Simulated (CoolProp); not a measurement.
Vapour-liquid equilibrium of carbon dioxide (1) + R22 (2) at 0.817 MPa; x and y are mole fractions of (1).

Computed with CoolProp (multi-fluid Helmholtz-energy mixture model, Span 1996 and Kamei 1995; pair parameters Bell 2016).

Task: Give the bubble temperature and the first vapour's composition at x = 0.5, 0.65, 0.95. Is there an azeotrope?

Result: x = 0.5: -26.9 °C, y = 0.872; x = 0.65: -34.0 °C, y = 0.933; x = 0.95: -44.1 °C, y = 0.994. No azeotrope shows between x = 0.05 and 0.95.

Pair parameters are fitted to limited data, so mixtures are less certain than the pure fluids.
